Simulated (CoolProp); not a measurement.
A single-stage vapour-compression cycle with the fluid: evaporating at 208.15 K (dew point), condensing at 252.15 K (bubble point), superheat 5 K, subcooling 2 K, compressor efficiency 0.8, no pressure losses. The same conditions are run with several fluids, on thermodynamics alone (safety and materials aside).

Values from CoolProp's reference Helmholtz-energy equation of state of each fluid (propylene: Lemmon 2013; R507A: Lemmon 2003; R13: Platzer 1990; ethane: Bücker 2006; R125: Lemmon 2005; R22: Kamei 1995). The equations of Platzer and Polt are older, rougher fits. Blends and air are pseudo-pure fits.

### Question
Rank propylene, R507A, R13, ethane, R125, R22 by cooling COP, highest first.

### Answer
propylene (3.22), R22 (3.19), R507A (3.17), R125 (3.14), ethane (3.01), R13 (2.97)

```
fluid      pressure ratio  discharge temperature (K)  refrigerating effect (kJ/kg)  volumetric capacity (kJ/m³)
---------  --------------  -------------------------  ----------------------------  ---------------------------
propylene            6.92                      300.2                           371                          382
R507A                7.90                      283.7                           159                          349
R13                  4.92                      283.8                           102                         1460
ethane               4.47                      296.9                           348                         1960
R125                 7.97                      276.9                           129                          363
R22                  8.45                      321.3                           205                          284
```
